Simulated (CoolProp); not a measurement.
Vapour-liquid equilibrium of methanol (1) + ethanol (2) at 347.5 K; x and y are mole fractions of (1).

Values from CoolProp's multi-fluid Helmholtz-energy mixture model, de Reuck 1993 and Schroeder 2014; pair parameters Bell 2016.

```
x     bubble pressure, mixture model (MPa)  bubble pressure, Raoult's law (MPa)  y, mixture model  y, Raoult's law
----  ------------------------------------  -----------------------------------  ----------------  ---------------
0.05                               0.08930                              0.08918             0.083            0.083
0.15                               0.09538                              0.09532             0.228            0.232
0.25                                0.1012                               0.1015             0.355            0.364
0.35                                0.1070                               0.1076             0.468            0.480
0.45                                0.1127                               0.1138             0.571            0.584
0.55                                0.1186                               0.1199             0.666            0.677
0.65                                0.1247                               0.1261             0.754            0.761
0.75                                0.1309                               0.1322             0.834            0.837
0.85                                0.1375                               0.1384             0.906            0.907
0.95                                0.1442                               0.1445             0.971            0.970
```

The largest gap from Raoult's law is -1.1 % in bubble pressure, at x = 0.65. No azeotrope shows between x = 0.05 and 0.95.

The pair parameters rest on a limited set of measurements; away from them the model extrapolates.
